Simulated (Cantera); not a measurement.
A Cantera script and its output.

```python
import numpy as np
import cantera as ct

gas = ct.Solution("gri30.yaml")
gas.TPX = 1325, 500000, {'CH4': 1, 'CO2': 0.32, 'H2': 0.47}
reactor = ct.IdealGasConstPressureReactor(gas, energy="off", clone=False)
net = ct.ReactorNet([reactor])
net.rtol, net.atol = 1e-08, 1e-18
show = ['CH4', 'CO2', 'H2', 'CH3', 'C2H2']
times = np.geomspace(2e-06, 10, 11)

steps = ct.SolutionArray(gas, extra=["t"])
rows = []
print(f"{'t/s':>10s}{'T/K':>9s}{'P/Pa':>11s}" + "".join(f"{s:>11s}" for s in show))
for t in times:
    while net.time < t:
        t_next = net.step()
        steps.append(gas.state, t=t_next)
    rows.append([np.interp(t, steps.t, y) for y in (steps.T, steps.P, *steps(*show).X.T)])
    print(f"{t:10.3e}{rows[-1][0]:9.1f}{rows[-1][1]:11.4g}" + "".join(f"{x:11.3e}" for x in rows[-1][2:]))
rate = np.gradient(steps.T, steps.t)
print("integrator steps:", len(steps.t))
if steps.T.max() > steps.T[0] + 200:
    print(f"time of steepest temperature rise: {steps.t[rate.argmax()]:.4e} s")
gas.TPX = 1325, 500000, {'CH4': 1, 'CO2': 0.32, 'H2': 0.47}
gas.equilibrate("TP")
print(f"equilibrium (TP): T = {gas.T:.1f} K  " + "  ".join(f"{s} {gas[s].X[0]:.3e}" for s in show))
```

Result:

```
       t/s      T/K       P/Pa        CH4        CO2         H2        CH3       C2H2
 2.000e-06   1325.0      5e+05  5.587e-01  1.788e-01  2.626e-01  5.561e-08  1.652e-21
 9.352e-06   1325.0      5e+05  5.587e-01  1.788e-01  2.626e-01  2.615e-07  1.867e-18
 4.373e-05   1325.0      5e+05  5.587e-01  1.788e-01  2.626e-01  1.209e-06  1.402e-15
 2.045e-04   1325.0      5e+05  5.587e-01  1.788e-01  2.626e-01  4.526e-06  9.972e-13
 9.564e-04   1325.0      5e+05  5.586e-01  1.788e-01  2.626e-01  6.307e-06  1.996e-10
 4.472e-03   1325.0      5e+05  5.585e-01  1.787e-01  2.626e-01  6.655e-06  1.443e-08
 2.091e-02   1325.0      5e+05  5.581e-01  1.785e-01  2.626e-01  7.596e-06  1.162e-06
 9.779e-02   1325.0      5e+05  5.559e-01  1.773e-01  2.631e-01  8.302e-06  5.889e-05
 4.573e-01   1325.0      5e+05  5.458e-01  1.714e-01  2.651e-01  8.988e-06  8.972e-04
 2.138e+00   1325.0      5e+05  5.091e-01  1.422e-01  2.650e-01  1.105e-05  4.599e-03
 1.000e+01   1325.0      5e+05  4.507e-01  6.148e-02  2.318e-01  1.309e-05  1.132e-02
integrator steps: 814
equilibrium (TP): T = 1325.0 K  CH4 2.718e-01  CO2 3.417e-05  H2 4.622e-01  CH3 5.811e-06  C2H2 5.789e-04
```

Detailed kinetics in Cantera: GRI-Mech 3.0 (53 species, 325 reactions). GRI-Mech 3.0 stops at C3 and has no aromatics, soot or wall deposition, so with more carbon than oxygen in the feed, carbon stays in small species such as C2H2 where larger ones or solid carbon would form.
